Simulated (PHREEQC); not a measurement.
0.5 mol of Portlandite (Ca(OH)2) is brought to equilibrium with 1 kg of water, with rising amounts of Zn(NO3)2, at 25 °C. Oxygen is held at 0.21 atm. The system is closed to CO2. Solids allowed: Portlandite, Zincite(c). Others were left out.

Base run: PHREEQC, ion-association model, wateq4f.dat. Each further column changes one thing. The table gives pH.

```csv
Zn(NO3)2 added (mol),base,temperature from 25 to 30 °C
0,12.46,12.28
0.00833,12.41,12.22
0.0167,12.37,12.18
0.0333,12.30,12.12
0.0417,12.28,12.09
0.05,12.26,12.07
0.0583,12.24,12.05
0.0667,12.22,12.03
0.0833,12.19,12.00
0.0917,12.18,11.99
0.1,12.16,11.98
```
